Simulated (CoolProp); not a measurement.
Computed with CoolProp (reference Helmholtz-energy equation of state, Setzmann 1991).

### Question
For methane, give the phase and the density (kg/m³), expansivity (1/kK), conductivity (mW/(m K)), Prandtl number at -99.35 °C and 6.71 MPa.

### Answer
- -99.35 °C and 6.71 MPa: liquid; density 321, expansivity 7.66, conductivity 107, Prandtl number 1.75

Viscosity comes from a separate model (Quiñones-Cisneros 2006). Thermal conductivity comes from a separate model (Friend 1989).
